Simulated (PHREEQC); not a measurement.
Consider water at 25 °C with 0.0024 mol/kgw HCl, 0.031 mol/kgw NiSO4 and 0.00025 mol/kgw MgSO4. Closed to the air; pH follows from the charge balance.

Equilibrium calculation in PHREEQC: ion-association model, wateq4f.dat.

This is a speciation only: nothing precipitates in the calculation.

Order these Ni species by the share of Ni that they hold, largest first: NiSO4, Ni+2, NiCl+.

Ni+2 (63 %), NiSO4 (36 %), NiCl+ (0.15 %)

The pH is 2.95 and the ionic strength 0.0796 mol/kgw. Species that the database lacks are ignored.
